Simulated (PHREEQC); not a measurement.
## Sulfide liquor

A solution holds 0.05 mol H2S, 0.00025 mol NaCl and 0.00045 mol FeCl2 per kg of water, at 10 °C. Closed to the air; pH follows from the charge balance.

Equilibrium calculation in PHREEQC: ion-association model, phreeqc.dat.

This is a speciation only: nothing precipitates in the calculation.

What pH, ionic strength does the model give?

pH 3.73; ionic strength 0.00153 mol/kgw.

In which forms is Fe present?

Fe+2 80 %, Fe(HS)2 20 % of the Fe.

Constants without temperature data keep their 25 °C values here.
